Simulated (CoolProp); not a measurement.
Vapour-liquid equilibrium of propane (1) + R236FA (2) at 329.3 K; x and y are mole fractions of (1).

The numbers come from the multi-fluid Helmholtz-energy mixture model, Lemmon 2009 and Pan 2012; pair parameters Bell 2016 in CoolProp.

Problem. Give the bubble pressure and the first vapour's composition at x = 0.35, 0.5, 0.8. Is there an azeotrope?

Solution. x = 0.35: 1571 kPa, y = 0.607; x = 0.5: 1753 kPa, y = 0.682; x = 0.8: 1966 kPa, y = 0.828. y crosses x between x = 0.8 and 0.95: the model has an azeotrope there.

Pair parameters are fitted to limited data, so mixtures are less certain than the pure fluids.
